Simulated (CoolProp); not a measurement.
Vapour-liquid equilibrium of R134a (1) + isobutane (2) at 312.6 K; x and y are mole fractions of (1).

Computed with CoolProp (multi-fluid Helmholtz-energy mixture model, Tillner-Roth 1994 and Bücker 2006; pair parameters Bell 2016).

```
x      bubble pressure (kPa)  y at the bubble point  dew pressure at overall composition x (kPa)  liquid density (mol/L)
-----  ---------------------  ---------------------  -------------------------------------------  ----------------------
0.05                   650.0                  0.205                                        550.1                   9.175
0.125                  793.5                  0.369                                   (withheld)                   9.213
0.2                    895.0                  0.461                                        646.0                   9.258
0.275                  966.9                  0.520                                        705.5                   9.313
0.35              (withheld)                  0.564                                        774.5                   9.383
0.425                   1056                  0.599                                        853.9                   9.473
0.5               (withheld)                  0.630                                        942.3                   9.586
0.575             (withheld)                  0.660                                         1031                   9.729
0.65                    1116                  0.691                                         1098                   9.906
0.725                   1122             (withheld)                                         1122                   10.12
0.8                     1117                  0.773                                         1109                   10.38
0.875                   1096                  0.832                                         1076                   10.67
0.95                    1052                  0.918                                         1033                   11.01
```

Task: What belongs in the gaps?

Result: 
- 0.125, dew pressure at overall composition x (kPa): 594.7
- 0.35, bubble pressure (kPa): 1018
- 0.5, bubble pressure (kPa): 1083
- 0.575, bubble pressure (kPa): 1103
- 0.725, y at the bubble point: 0.728

y crosses x between x = 0.725 and 0.8: the model has an azeotrope there.

Pair parameters are fitted to limited data, so mixtures are less certain than the pure fluids.
